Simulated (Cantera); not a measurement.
Feed: 1 mol Si(CH₃)₄, 0.018 mol CH₄, 110 mol H₂, at 10.0 mbar.

These are equilibrium values from Cantera (NASA tables, ideal gas, pure condensed phases), not measurements of a reactor. Candidate condensed phases: C, C₆H₆, C₇H₈, C₈H₁₈, Si, SiC; 87 gas species. Gases not in the tables: Si₂H₆ and higher silanes. The numbers say what is thermodynamically allowed, not how fast it happens.

x: gas mole fraction; n: condensed amount in mol.

| T (K) | x H₂ | x H | x Si | x C₂H₂ (acetylene) | x SiC₂ | x Si₂C | x SiH | n C(graphite) | n SiC(s) |
|---|---|---|---|---|---|---|---|---|---|
| 1725 | 0.998 | 0.00186 | 1.71e-6 | 9.20e-5 | 1.58e-8 | 1.20e-8 | 2.44e-7 | 3.00 | 1.000 |
| 1775 | 0.997 | ___ | ___ | ___ | ___ | ___ | ___ | 2.98 | 0.999 |
| 1825 | 0.995 | 0.00439 | 1.23e-5 | 0.000214 | 2.06e-7 | 1.48e-7 | 1.30e-6 | 2.97 | 0.998 |
| 1875 | 0.993 | ___ | ___ | ___ | ___ | ___ | ___ | 2.95 | 0.996 |
| 1925 | 0.990 | 0.00951 | 7.15e-5 | 0.000453 | 2.06e-6 | 1.41e-6 | 5.79e-6 | 2.92 | 0.990 |
| 1975 | 0.986 | 0.0136 | 0.000161 | 0.000640 | 5.94e-6 | 3.98e-6 | 1.15e-5 | 2.89 | 0.978 |
| 2025 | 0.980 | 0.0190 | 0.000350 | 0.000887 | 1.62e-5 | 1.06e-5 | 2.22e-5 | 2.85 | 0.951 |
| 2075 | 0.972 | 0.0263 | 0.000730 | 0.00121 | 4.23e-5 | 2.71e-5 | 4.12e-5 | 2.82 | 0.896 |
| 2125 | 0.961 | 0.0356 | 0.00147 | 0.00161 | 0.000105 | 6.60e-5 | 7.42e-5 | 2.82 | 0.787 |
| 2175 | 0.947 | 0.0475 | 0.00287 | 0.00211 | 0.000250 | 0.000154 | 0.000130 | 2.86 | 0.572 |

Question: Some entries are withheld; supply them.

Answer: 
- 1775, x H: 0.00289
- 1775, x Si: 4.71e-6
- 1775, x C₂H₂ (acetylene): 0.000142
- 1775, x SiC₂: 5.92e-8
- 1775, x Si₂C: 4.37e-8
- 1775, x SiH: 5.77e-7
- 1875, x H: 0.00653
- 1875, x Si: 3.03e-5
- 1875, x C₂H₂ (acetylene): 0.000315
- 1875, x SiC₂: 6.72e-7
- 1875, x Si₂C: 4.72e-7
- 1875, x SiH: 2.80e-6
